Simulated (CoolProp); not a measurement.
Saturation properties of n-butane.

Values from CoolProp's reference Helmholtz-energy equation of state, Bücker 2006.

```csv
T (°C),p (MPa),liquid density (kg/m³),vapour density (kg/m³)
-60.45,0.004863,[?],0.1605
-47.35,0.01108,649.1,0.3460
-34.35,0.02265,636.3,0.6725
-21.35,0.04253,623.1,1.208
-8.25,0.07471,[?],2.039
4.75,[?],595.6,3.251
17.75,[?],581.2,4.958
30.85,0.2907,566.0,7.312
43.85,[?],550.1,10.44
56.85,0.5904,[?],14.54
69.95,[?],515.3,19.93
82.95,1.078,495.8,26.88
95.95,1.409,474.3,35.96
109.05,1.813,449.8,48.17
```

Question: Fill in the missing entries.

Answer: 
- -60.45, liquid density (kg/m³): 661.8
- -8.25, liquid density (kg/m³): 609.5
- 4.75, p (MPa): 0.1231
- 17.75, p (MPa): 0.1930
- 43.85, p (MPa): 0.4208
- 56.85, liquid density (kg/m³): 533.4
- 69.95, p (MPa): 0.8081

It boils at -0.5 °C under 1 atm.
